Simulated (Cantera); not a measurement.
**Equilibrium for sublimation and decomposition of ceramics: Si₃N₄ + H₂**

Charge: 1 mol Si₃N₄, 2.3 mol H₂, equilibrated at 2800 K and 2.63 Torr.

Method: chemical equilibrium by Gibbs-energy minimisation in Cantera with the NASA 1993 tables (ideal gas, pure condensed phases). Candidate condensed phases: Si, Si₃N₄; 18 gas species. The tables' values for SiN are old estimates; treat these amounts as uncertain. The numbers say what is thermodynamically allowed, not how fast it happens.

```json
{
 "x(H)": "0.370",
 "x(Si)": "0.333",
 "x(N₂)": "0.223",
 "x(H₂)": "0.0716",
 "x(SiH)": "0.000926",
 "x(SiN)": "0.000627",
 "x(Si₂)": "0.000436",
 "x(N)": "2.80e-5",
 "x(Si₂N)": "1.53e-5",
 "gas_amount": "8.944 mol",
 "log10 activity of Si(l) (absent)": "-1.48"
}
```
